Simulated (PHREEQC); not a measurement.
Consider water at 25 °C with 0.16 mol/kgw K2CO3, 0.0017 mol/kgw H4SiO4 and 0.00031 mol/kgw CO2. Closed to the air; pH follows from the charge balance.

Equilibrium calculation in PHREEQC: ion-association model, phreeqc.dat.

Task: The ionic strength comes out as 0.475 mol/kgw. What activity coefficients do HCO3-, H3SiO4-, K+, OH-, CO3-2 get?

Result: HCO3- 0.70, H3SiO4- 0.65, K+ 0.65, OH- 0.64, CO3-2 0.23.

No solid was allowed to form.
